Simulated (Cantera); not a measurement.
Input (Python, Cantera) and output of one run.

```python
import numpy as np
import cantera as ct

gas_names = [...]  # 113 gases of nasa_gas.yaml made of C, Cu, H, O
cond_names = """
    C(gr) C6H6(L) C7H8(L) C8H18(L),n-octa Cu(cr) Cu(L) CuO(s) CuO2H2(s) Cu2O(s) Cu2O(L) H2O(s) H2O(L)
""".split()


# ... load() reads the species with a 1 bar reference pressure and builds the phases ...
atoms = {
    'Cu2O': {'Cu': 2, 'O': 1},
    'CH4': {'C': 1, 'H': 4},
    'H2': {'H': 2},
}
top_T = {'C(gr)': 4500, 'CuO(s)': 1390}  # K; cautious upper limits of use, not melting points


# ... equilibrate(T, P, feed) seeds the gas with the atoms and calls Mixture.equilibrate('TP', solver="vcs", rtol=1e-11, max_steps=5000) ...
results = []
feed = {'Cu2O': 1, 'CH4': 0.42, 'H2': 15}  # mol
P = 101325  # Pa
for T in [1200, 1225, 1250, 1275, 1300, 1325, 1350, 1375, 1400]:
    mix = equilibrate(T, P, feed)
    results.append((T, P, feed, dict(zip(mix.species_names, mix.species_moles))))

top = {s: max(r[3][s] / sum(r[3][g] for g in gas_names) for r in results) for s in gas_names}
cols = sorted((s for s in top if top[s] > 1e-05), key=lambda s: -top[s])[:9]
seen = [c for c in cond_names if any(r[3].get(c, 0) > 1e-12 for r in results)]
print("log10 of partial pressures in bar; condensed amounts in mol")
print(f"{'T/K':>10s}" + "".join(f"{s[:9]:>10s}" for s in cols + seen))
for T, P, feed, n in results:
    ng = sum(n[g] for g in gas_names)
    print(f"{T:10.4g}" + "".join(f"{np.log10(max(n[s] / ng * P / 1e5, 1e-99)):10.3f}" for s in cols)
          + "".join(f"{n.get(c, 0):10.4g}" for c in seen))
```

It prints:

```
log10 of partial pressures in bar; condensed amounts in mol
       T/K        H2       H2O        CO       CO2       CH4    Cu(cr)     Cu(L)
      1200    -0.022    -1.447    -1.598    -3.161    -3.603         2         0
      1225    -0.022    -1.448    -1.596    -3.188    -3.801         2         0
      1250    -0.022    -1.448    -1.594    -3.215    -3.992         2         0
      1275    -0.022    -1.448    -1.593    -3.240    -4.176         2         0
      1300    -0.022    -1.448    -1.592    -3.265    -4.353         2         0
      1325    -0.022    -1.448    -1.591    -3.288    -4.524         2         0
      1350    -0.022    -1.448    -1.591    -3.310    -4.689         2         0
      1375    -0.022    -1.447    -1.590    -3.331    -4.848         0         2
      1400    -0.022    -1.447    -1.590    -3.352    -5.001         0         2
```

Cantera equilibrium calculation (NASA polynomials, part measured and part estimated; ideal gas, pure solids and liquids).
